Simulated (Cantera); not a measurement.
Input: 1 mol Si, 1.1 mol O2, 290 mol H2, equilibrated at 3600 Pa.

Equilibrium computed with Cantera from the NASA thermochemical tables; the gas is ideal and each condensed phase is pure. Candidate condensed phases: H2O, Si, SiO2; 18 gas species. The tables hold silica as quartz up to 1696 K and as liquid above; real silica turns to tridymite and cristobalite and melts near 1996 K. Equilibrium is a limit: real reactors are often held back by kinetics, nucleation or transport. All values below are at 1450 K.

Base state: H2 0.999, H2O 0.000705, H 4.98e-5, SiO 1.51e-5 (mole fractions); condensed: SiO2(β-quartz).

Problem. What changes in the equilibrium state with this change: 0.6 mol CO2 added?

Solution. 
| species | before | after |
|---|---|---|
| H2 | 0.999 | 0.995 |
| H2O | 0.000705 | 0.00275 |
| CO | 0 | 0.00206 |
| SiO | 1.51e-5 | 3.85e-6 |
| H | 4.98e-5 | 4.97e-5 |
| SiO2(β-quartz), mol | 0.996 | 0.999 |
Further candidate phases: C, C6H6, C7H8, C8H18, SiC.
